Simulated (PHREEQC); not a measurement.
**Copper plating or etch bath (model solution)**

Make-up at 25 °C: 0.0043 mol/kgw Cu(BF4)2 and 0.0018 mol/kgw HNO3. Closed to the air; pH follows from the charge balance.

All values are PHREEQC results (ion-association model, phreeqc.dat), not measurements.

No solid was allowed to form.

Question: Predict the pH, ionic strength.

Answer: pH 2.69; ionic strength 0.0150 mol/kgw.

Question: In which forms is F present?

Answer: BF4- 77 %, HF 12 %, BF3OH- 5.3 %, F- 4.4 %, BF2(OH)2- 1.2 % of the F.

Real BF4- forms and hydrolyses slowly; the run takes it at equilibrium.
